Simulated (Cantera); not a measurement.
Charge: 1 mol SiHCl3, 2.6 mol NH3, at 250 Pa.

Method: chemical equilibrium by Gibbs-energy minimisation in Cantera with the NASA 1993 tables (ideal gas, pure condensed phases). Candidate condensed phases: NH4Cl, Si, Si3N4; 28 gas species. Gases not in the tables: Si2H6 and higher silanes. The numbers say what is thermodynamically allowed, not how fast it happens.

Task: What share of the Si ends up in condensed phases as a function of T (K), at 1425, 1475, 1525, 1575, 1625, 1675, 1725, 1775, 1825, 1875, 1925, 1975, 2025, 2075?

Result: 
```
T (K)  Si condensed (%)        as
-----  ----------------  --------
1425               57.5  Si3N4(s)
1475               42.6  Si3N4(s)
1525               27.6  Si3N4(s)
1575               13.9  Si3N4(s)
1625                2.2     Si(s)
1675                1.5     Si(s)
1725                2.1     Si(l)
1775                3.0     Si(l)
1825                3.5     Si(l)
1875                3.2     Si(l)
1925                1.6     Si(l)
1975                0.0         -
2025                0.0         -
2075                0.0         -
```
